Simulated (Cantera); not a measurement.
Cantera run:

```python
import numpy as np
import cantera as ct

gas_names = [...]  # 76 gases of nasa_gas.yaml made of C, H
cond_names = """
    C(gr) C6H6(L) C7H8(L) C8H18(L),n-octa
""".split()


# ... load() reads the species with a 1 bar reference pressure and builds the phases ...
atoms = {
    'C6H6': {'C': 6, 'H': 6},
    'H2': {'H': 2},
}
top_T = {'C(gr)': 4500}  # K; cautious upper limits of use, not melting points


# ... equilibrate(T, P, feed) seeds the gas with the atoms and calls Mixture.equilibrate('TP', solver="vcs", rtol=1e-11, max_steps=5000) ...
results = []
feed = {'C6H6': 1, 'H2': 81}  # mol
T = 2073  # K
for P in [10, 46, 220, 1000, 4600, 22000, 100000, 460000, 2200000, 10000000]:
    mix = equilibrate(T, P, feed)
    results.append((T, P, feed, dict(zip(mix.species_names, mix.species_moles))))

top = {s: max(r[3][s] / sum(r[3][g] for g in gas_names) for r in results) for s in gas_names}
cols = sorted((s for s in top if top[s] > 1e-06), key=lambda s: -top[s])[:6]
seen = [c for c in cond_names if any(r[3].get(c, 0) > 1e-12 for r in results)]
print("log10 of partial pressures in bar; condensed amounts in mol")
print(f"{'P/Pa':>10s}" + "".join(f"{s[:9]:>10s}" for s in cols + seen))
for T, P, feed, n in results:
    ng = sum(n[g] for g in gas_names)
    print(f"{P:10.4g}" + "".join(f"{np.log10(max(n[s] / ng * P / 1e5, 1e-99)):10.3f}" for s in cols)
          + "".join(f"{n.get(c, 0):10.4g}" for c in seen))
```

It prints:

```
log10 of partial pressures in bar; condensed amounts in mol
      P/Pa        H2         H       CH4 C2H2,acet      C2H4       CH3     C(gr)
        10    -4.114    -4.637   -11.682    -7.026   -13.483   -10.913     5.819
        46    -3.391    -4.276   -10.235    -6.303   -12.036    -9.828     5.806
       220    -2.682    -3.921    -8.818    -5.594   -10.619    -8.765     5.799
      1000    -2.012    -3.586    -7.477    -4.924    -9.278    -7.759     5.796
      4600    -1.343    -3.252    -6.139    -4.255    -7.940    -6.756     5.794
   2.2e+04    -0.661    -2.910    -4.774    -3.572    -6.575    -5.732     5.787
     1e+05    -0.002    -2.581    -3.457    -2.914    -5.258    -4.744     5.763
   4.6e+05     0.661    -2.250    -2.131    -2.251    -3.932    -3.750     5.652
   2.2e+06     1.338    -1.911    -0.777    -1.573    -2.578    -2.734     5.136
     1e+07     1.985    -1.588     0.516    -0.927    -1.285    -1.765     3.036
```

These are equilibrium values from Cantera (NASA tables, ideal gas, pure condensed phases), not measurements of a reactor. The ideal-gas law is rough above about 30 bar.
